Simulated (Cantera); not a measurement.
A freely propagating, adiabatic, planar premixed flame of H2 : O2 : N2 = 1 : 0.625 : 2.35 (molar parts), equivalence ratio 0.80, unburnt at 448 K and 4.93 atm; mixture-averaged transport, grid criteria slope 0.08 and curve 0.16, no radiation.

Cantera simulation using the H2/O2 subset of GRI-Mech 3.0, which has no nitrogen chemistry; the numbers are that mechanism's predictions, not measurements. The hydrogen kinetics of GRI-Mech 3.0 are dated; newer H2 mechanisms differ, most at raised pressure. Burning velocities carry a grid error of a few per cent, more on coarse grids.

Predict: laminar burning velocity; thermal thickness; peak x(OH); peak x(HO2); peak x(H); peak x(O).


- laminar burning velocity: 250 cm/s
- thermal thickness: 0.0554 mm
- peak x(OH): 0.0128
- peak x(HO2): 0.000976
- peak x(H): 0.0121
- peak x(O): 0.00621
